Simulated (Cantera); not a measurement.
Charge: 1 mol C2H6, 0.54 mol O2, 38 mol H2, held at 2300 °C and 110000 Pa.

These are equilibrium values from Cantera (NASA tables, ideal gas, pure condensed phases), not measurements of a reactor. Candidate condensed phases: C, C6H6, C7H8, C8H18, H2O; 110 gas species. Rates play no part.

Base state: H2 0.932, H 0.0316, CO 0.0253, C2H2 (acetylene) 0.0105, CH4 0.000113, CH3 6.75e-5, C4H2 4.91e-5, C2H 2.98e-5 (mole fractions); condensed: gas only.

Q: What changes in the equilibrium state with this change: O2 from 0.54 to 0.066 mol?

A: 
| species | before | after |
|---|---|---|
| H2 | 0.932 | 0.951 |
| H | 0.0316 | 0.0319 |
| C2H2 (acetylene) | 0.0105 | 0.0139 |
| CO | 0.0253 | 0.00316 |
| C4H2 | 4.91e-5 | 8.37e-5 |
| C2H2 (vinylidene) | 1.04e-5 | 1.37e-5 |
| C(graphite), mol | 0 | 0.680 |

Q: What changes in the equilibrium state with this change: pressure from 110000 Pa to 340 Pa?

A: 
```csv
species,before,after
H2,0.932,0.539
H,0.0316,0.432
CO,0.0253,0.0201
C2H2 (acetylene),0.0105,0.00728
CH4,0.000113,1.27e-7
C3,9.26e-7,0.000393
```
